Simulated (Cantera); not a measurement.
An isothermal, constant-pressure homogeneous reactor starts with NO : N2 = 1 : 1.8 (molar parts), at 1800 K and 37.5 Torr. Integrator tolerance rtol = 1e-08.

Computed with Cantera and GRI-Mech 3.0 (53 species, 325 reactions).

Question: What does this change do: temperature 1800 to 1975 K?

Answer: 
| quantity | before | after |
|---|---|---|
| x(NO) at 1.00 s | 0.353 (gas-phase equilibrium 0.00390) | 0.333 (gas-phase equilibrium 0.00666) |
| x(N2) at 1.00 s | 0.645 (gas-phase equilibrium 0.819) | 0.655 (gas-phase equilibrium 0.818) |
| x(O) at 1.00 s | 4.88e-5 (gas-phase equilibrium 0.000230) | 0.000353 (gas-phase equilibrium 0.00104) |
| x(O2) at 1.00 s | 0.00177 (gas-phase equilibrium 0.176) | 0.0118 (gas-phase equilibrium 0.175) |
| x(NO2) at 1.00 s | 2.85e-5 (gas-phase equilibrium 2.00e-6) | 3.43e-5 (gas-phase equilibrium 2.44e-6) |
| x(N2O) at 1.00 s | 4.82e-5 (gas-phase equilibrium 5.11e-8) | 4.38e-5 (gas-phase equilibrium 8.55e-8) |
